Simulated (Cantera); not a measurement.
Charge: 1 mol SiCl4, 2.4 mol N2O, 0.14 mol O2, at 0.00120 bar.

Cantera equilibrium calculation (NASA polynomials, part measured and part estimated; ideal gas, pure solids and liquids). Candidate condensed phases: Si, SiO2, Si2N2O, Si3N4; 23 gas species. The tables hold silica as quartz up to 1696 K and as liquid above; real silica turns to tridymite and cristobalite and melts near 1996 K. Rates play no part.

x: gas mole fraction; n: condensed amount in mol.

```csv
T (K),x Cl,x N2,x Cl2,x O2,x NO,n SiO2(β-quartz),n SiO2(condensed)
1325,0.227,0.449,0.260,0.0634,?,1.00,0
1375,0.305,0.429,0.205,0.0606,?,1.00,0
1425,0.383,0.409,0.149,0.0578,?,1.000,0
1475,0.451,0.392,0.101,0.0553,?,1.000,0
1525,0.503,0.379,0.0640,0.0534,?,1.000,0
1575,0.539,0.370,0.0390,0.0520,?,1.000,0
1625,0.561,0.364,0.0233,0.0511,?,1.000,0
1675,0.574,0.361,0.0140,0.0506,?,1.000,0
1725,0.581,0.359,0.00848,0.0501,?,0,1.000
1775,0.586,0.357,0.00524,0.0497,?,0,1.000
```

Problem. Fill in the missing entries.

Solution. 
- 1325, x NO: 0.000193
- 1375, x NO: 0.000249
- 1425, x NO: 0.000314
- 1475, x NO: 0.000391
- 1525, x NO: 0.000482
- 1575, x NO: 0.000592
- 1625, x NO: 0.000722
- 1675, x NO: 0.000874
- 1725, x NO: 0.00105
- 1775, x NO: 0.00125
